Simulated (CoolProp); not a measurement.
A Linde-Hampson liquefier for dry air: isothermal reversible compression at 230 K from 1 atm to 40 MPa, throttling to 1 atm, return gas leaving the recuperator 2 K below the feed. Each further row changes one setting.

Computed with CoolProp (reference Helmholtz-energy equation of state, Lemmon 2000). It is a pseudo-pure fit of the blend.

| case | liquid yield per pass | compression work (kJ/kg of gas) |
|---|---|---|
| as stated | 0.205 | 384 |
| high pressure 80 MPa | … | … |
| warm-end temperature 260 K | … | 443 |
| warm-end gap 7 K | 0.194 | 384 |

Problem. Complete the blanks.

Solution. 
- high pressure 80 MPa, liquid yield per pass: 0.160
- high pressure 80 MPa, compression work (kJ/kg of gas): 452
- warm-end temperature 260 K, liquid yield per pass: 0.152
